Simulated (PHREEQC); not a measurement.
1 kg of water holding 0.0061 mol/kgw Na2SO4 and 0.058 mol/kgw K2SO4 is evaporated at 30 °C; the solids stay in contact with the brine. No CO2 enters from the air. Solids allowed: Arcanite, Glaserite, Mirabilite, Misenite, Thenardite. Others were left out.

The series has 28 steps of water left (kg), from 1 to 0.005012.

Computed with PHREEQC (Pitzer model, pitzer.dat).

**Question.** Which solids form, in which order, and at which step of the series does each first stand?

**Answer.** Arcanite from water left = 0.07809 kg; Glaserite from water left = 0.00903 kg.

Complexes and solids missing from the database can't appear.
